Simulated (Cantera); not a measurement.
A perfectly stirred reactor is fed with CH₃OH : O₂ : N₂ = 1 : 1.72 : 6.48 (molar parts), at 7.50 bar; it is adiabatic with a 450 K inlet, and is followed from long to short residence time, starting on the burning branch (τ in s: 0.41, 0.13, 0.042, 0.013, 0.0042, 0.0013, 0.00043, 0.00014, 4.4e-05).

Computed with Cantera and GRI-Mech 3.0 (53 species, 325 reactions). GRI-Mech 3.0 was tuned for natural gas; its chemistry of methanol as a main component is partial and can be far from experiment.

Q: Predict: blow-out, bracketed by the residence times tried; x(CH₃OH) at τ = 0.410 s; x(O₂) at τ = 0.410 s; x(NO) at τ = 0.410 s; x(HCO) at τ = 0.410 s; x(CH₃OH) at τ = 4.20 ms; x(O₂) at τ = 4.20 ms; x(NO) at τ = 4.20 ms; x(HCO) at τ = 4.20 ms.

A: 
- blow-out, bracketed by the residence times tried = burning at 44.0 µs, the shortest tried
- x(CH₃OH) at τ = 0.410 s = 5.87e-8
- x(O₂) at τ = 0.410 s = 0.0215
- x(NO) at τ = 0.410 s = 0.00337
- x(HCO) at τ = 0.410 s = 1.37e-9
- x(CH₃OH) at τ = 4.20 ms = 4.53e-6
- x(O₂) at τ = 4.20 ms = 0.0237
- x(NO) at τ = 4.20 ms = 0.000314
- x(HCO) at τ = 4.20 ms = 1.17e-7
